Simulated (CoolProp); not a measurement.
R1336mzz(E) along the isotherm 410 K: fugacity coefficient from the reference equation and from simpler models built on Tc = 403.5 K, pc = 27.79 bar, ω = 0.413; each cubic takes its own stable root.

Values from CoolProp's reference Helmholtz-energy equation of state, Akasaka 2023.

| p (bar) | phase | reference | Redlich-Kwong | Soave-Redlich-Kwong |
|---|---|---|---|---|
| 0.18 | gas | 0.9978 | 0.9979 | 0.9979 |
| 0.41 | gas | 0.9950 | 0.9952 | 0.9953 |
| 0.934 | gas | 0.9886 | 0.9891 | 0.9892 |
| 2.12 | gas | 0.9742 | 0.9753 | 0.9756 |
| 4.84 | gas | 0.9415 | 0.9439 | ? |
| 11 | gas | 0.8691 | 0.8741 | 0.8756 |
| 25 | gas | ? | 0.7175 | ? |
| 57 | supercritical | ? | 0.4228 | 0.4305 |

Question: Complete the blanks.

Answer: 
- 4.84, Soave-Redlich-Kwong: 0.9446
- 25, reference: 0.7091
- 25, Soave-Redlich-Kwong: 0.7215
- 57, reference: 0.4047
